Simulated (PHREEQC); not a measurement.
Make-up at 25 °C: 2.1 mmol/kgw NH4HF2. Closed to the air; pH follows from the charge balance.

The numbers come from PHREEQC with the ion-association model, wateq4f.dat.

Precipitation was switched off in this run.

Question: Order these F species by the share of F that they hold, largest first: HF2-, H2F2, HF, F-.

Answer: F- (61 %), HF (38 %), HF2- (0.75 %), H2F2 (0.32 %)

The pH is 3.35 and the ionic strength 0.00257 mol/kgw.
